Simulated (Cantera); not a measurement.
Cantera run:

```python
import numpy as np
import cantera as ct

gas_names = """
    NO NO2
""".split()
cond_names = """
    ZrO2(a) ZrO2(b) ZrO2(L) ZrN(s) ZrN(L)
""".split()


# ... load() reads the species with a 1 bar reference pressure and builds the phases ...
species = {s.name: s for s in load("nasa_gas.yaml", gas_names) + load("nasa_condensed.yaml", cond_names)}
# Each term lists the table entries of one substance; the one whose range holds T is used.
reactions = {
    'ZrO2 + 4 NO(g) = 3 NO2(g) + ZrN':
        [(-1, ['ZrO2(a)', 'ZrO2(b)', 'ZrO2(L)']), (-4, ['NO']), (3, ['NO2']), (1, ['ZrN(s)', 'ZrN(L)'])],
}


def pick(names, T):
    return next(species[n] for n in names if species[n].thermo.min_temp <= T <= species[n].thermo.max_temp)


results = []
for label, terms in reactions.items():
    print(label)
    print("     T/K   dH/kJ  dS/(J/K)   dG/kJ   log10 K")
    for T in [1873, 2023, 2173, 2323, 2473, 2623]:
        used = [(nu, pick(names, T)) for nu, names in terms]
        dH = sum(nu * s.thermo.h(T) for nu, s in used) / 1e6
        dS = sum(nu * s.thermo.s(T) for nu, s in used) / 1e3
        dG = dH - T * dS / 1e3
        logK = -dG * 1e6 / (ct.gas_constant * T * np.log(10))
        results.append((label, T, dH, dS, dG, logK, [s.name for _, s in used]))
        print(f"{T:8g} {dH:8.1f} {dS:8.1f} {dG:8.1f} {logK:8.2f}")
```

Result:

```
ZrO2 + 4 NO(g) = 3 NO2(g) + ZrN
     T/K   dH/kJ  dS/(J/K)   dG/kJ   log10 K
    1873    462.6   -148.0    739.7   -20.63
    2023    464.6   -146.9    761.8   -19.67
    2173    466.8   -145.9    783.8   -18.84
    2323    469.3   -144.8    805.6   -18.11
    2473    472.1   -143.6    827.2   -17.47
    2623    475.1   -142.4    848.7   -16.90
```

Source: NASA polynomial tables (part measured, part estimated), evaluated in Cantera. ZrN: taken at fixed stoichiometry. Condensed species are held in their standard states even where they would react or evaporate.
